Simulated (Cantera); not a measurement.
Feed: 1 mol SiHCl3, 34 mol N2, equilibrated at 1150 K and 0.0133 bar.

Equilibrium computed with Cantera from the NASA thermochemical tables; the gas is ideal and each condensed phase is pure. Candidate condensed phases: NH4Cl, Si, Si3N4; 28 gas species. N2 is the only nitrogen source here; it is nearly inert below about 1500 K, so the nitride shown seldom forms there in practice. The tables' values for SiCl3 are old estimates; treat these amounts as uncertain. Equilibrium is a limit: real reactors are often held back by kinetics, nucleation or transport.

What is the equilibrium state?


| Quantity | Value |
|---|---|
| x(N2) | 0.958 |
| x(HCl) | 0.0261 |
| x(SiCl4) | 0.0145 |
| x(H2) | 0.00118 |
| x(SiCl3) | 0.000312 |
| x(SiCl2) | 7.34e-5 |
| x(SiHCl3) | 1.34e-5 |
| n(Si3N4(s)) | 0.158 mol |
| gas amount | 35.17 mol |
| log10 activity of Si(s) (absent) | -4.24 |
